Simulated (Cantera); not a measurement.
Charge: 1 mol Al2O3, 30 mol H2, 0.079 mol H2O, at 2125 K and 7.20 bar.

These are equilibrium values from Cantera (NASA tables, ideal gas, pure condensed phases), not measurements of a reactor. Candidate condensed phases: Al, Al2O3, H2O; 19 gas species. Gases not in the tables: Al(OH)3. Kinetics and transport are ignored.

Base state: H2 0.996, H2O 0.00263, H 0.00135 (mole fractions); condensed: Al2O3(s).

Task: What changes in the equilibrium state with this change: 0.14 mol Cl2 added?

Result: 
```csv
species,before,after
H2,0.996,0.987
HCl,0,0.00907
H2O,0.00263,0.00286
AlCl,0,0.000152
H,0.00135,0.00134
"Al2O3(s), mol",1.000,0.997
```
Further candidate phases: AlCl3.

Task: What changes in the equilibrium state with this change: temperature from 2125 K to 2048.15 K?

Result: 
```
species         before     after
-------------  -------  --------
H2               0.996     0.997
H2O            0.00263   0.00263
H              0.00135  0.000834
Al2O3(s), mol    1.000     1.000
```
